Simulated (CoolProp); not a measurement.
The fluid at 293.15 K and 5.54 MPa flows at 0.079 m/s in a round tube of 50 mm bore and 0.25 µm roughness, fully developed (64/Re and Nu = 3.66 if laminar; Colebrook and Gnielinski if turbulent). The same conditions are run with several fluids, on thermodynamics alone (safety and materials aside).

The numbers come from the reference Helmholtz-energy equation of state of each fluid (oxygen: Schmidt 1985; normal hydrogen: Leachman 2009; CF4 (R14): Platzer 1990; methane: Setzmann 1991; nitrogen: Span 2000) in CoolProp. The equations of Platzer and Polt are older, rougher fits.

```json
[
 {"fluid": "oxygen", "Reynolds number": "13800", "Darcy friction factor": "0.0284", "pressure drop (Pa/m)": "0.134", "heat-transfer coefficient (W/(m² K))": "22.7", "mass flow (kg/h)": "42.1"},
 {"fluid": "normal hydrogen", "Reynolds number": "1980", "Darcy friction factor": "0.0323", "pressure drop (Pa/m)": "0.00895", "heat-transfer coefficient (W/(m² K))": "13.8", "mass flow (kg/h)": "2.48"},
 {"fluid": "CF4 (R14)", "Reynolds number": "45200", "Darcy friction factor": "0.0214", "pressure drop (Pa/m)": "0.340", "heat-transfer coefficient (W/(m² K))": "47.4", "mass flow (kg/h)": "142"},
 {"fluid": "methane", "Reynolds number": "13200", "Darcy friction factor": "0.0288", "pressure drop (Pa/m)": "0.0725", "heat-transfer coefficient (W/(m² K))": "30.5", "mass flow (kg/h)": "22.6"},
 {"fluid": "nitrogen", "Reynolds number": "13600", "Darcy friction factor": "0.0285", "pressure drop (Pa/m)": "0.114", "heat-transfer coefficient (W/(m² K))": "21.8", "mass flow (kg/h)": "35.8"}
]
```

Transport values come from each fluid's own correlations; those of CF4 (R14) are estimates that may be off by 10 % or more.
